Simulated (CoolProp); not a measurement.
The numbers come from the reference Helmholtz-energy equation of state, Lemmon 2006 in CoolProp. It is a short technical equation, of lower accuracy than the large ones.

Problem. For carbon monoxide, give the phase and the Z, cp (kJ/(kg K)), expansivity (1/kK) at -124.45 °C and 8.75 bar.

Solution. 
- -124.45 °C and 8.75 bar: gas; Z 0.938, cp 1.14, expansivity 8.15
